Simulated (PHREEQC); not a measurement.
Consider water at 39 °C and 500 atm with 0.046 mol HF, 0.0052 mol KF, 4.2e-05 mol (NH4)2SiF6 and 0.00074 mol HCl per kg of water. Closed to the air; pH follows from the charge balance.

Equilibrium calculation in PHREEQC: ion-association model, phreeqc.dat.

No solid was allowed to form.

**Question.** Predict the pH, ionic strength.

**Answer.** pH 2.40; ionic strength 0.00970 mol/kgw.

**Question.** In which forms is F present?

**Answer.** HF 80 %, F- 15 %, HF2- 4.3 % of the F.

Species that the database lacks are ignored. Under pressure, the constants of complexes without a molar volume in the database are unreliable. At this temperature some constants are extrapolated from 25 °C, and those without enthalpy data are left unchanged. SiF6-2 is the database's only silicon fluoride.
